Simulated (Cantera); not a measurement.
Source: NASA polynomial tables (part measured, part estimated), evaluated in Cantera. Values are per mole of reaction as written; species without (g) are pure solids or liquids, kept so even where they would boil at 1 bar. ZrN: taken at fixed stoichiometry.

ZrO2(g) ⇌ 2 O(g) + Zr

| T (K) | ΔH° (kJ) | ΔS° (J/K) | ΔG° (kJ) | log10 K |
|---|---|---|---|---|
| 425 | 787.2 | 94.6 | 746.9 | -91.80 |
| 475 | 788.1 | 96.7 | 742.2 | -81.61 |
| 525 | ? | ? | ? | ? |
| 575 | 789.8 | 99.9 | 732.3 | -66.53 |
| 625 | 790.6 | 101.2 | 727.3 | -60.78 |
| 675 | ? | ? | ? | ? |

Q: Some entries are withheld; supply them.

A: 
- 525, ΔH° (kJ): 788.9
- 525, ΔS° (J/K): 98.4
- 525, ΔG° (kJ): 737.3
- 525, log10 K: -73.35
- 675, ΔH° (kJ): 791.4
- 675, ΔS° (J/K): 102.5
- 675, ΔG° (kJ): 722.2
- 675, log10 K: -55.89
